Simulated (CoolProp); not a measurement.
Decamethyltetrasiloxane (MD2M) at 456.02 K and 3.37 MPa is throttled through a valve to 1.18 MPa with no heat exchange. Each further row changes one setting.

Model: reference Helmholtz-energy equation of state, Thol 2017, in CoolProp.

```
case                       temperature change (K)  final density (kg/m³)
-------------------------  ----------------------  ---------------------
as stated                                    +0.4             (withheld)
outlet pressure 0.354 MPa              (withheld)             (withheld)
outlet pressure 1.53 MPa               (withheld)             (withheld)
```

**Question.** What belongs in the gaps?

**Answer.** 
- as stated, final density (kg/m³): 687
- outlet pressure 0.354 MPa, temperature change (K): +0.5
- outlet pressure 0.354 MPa, final density (kg/m³): 682
- outlet pressure 1.53 MPa, temperature change (K): +0.3
- outlet pressure 1.53 MPa, final density (kg/m³): 688
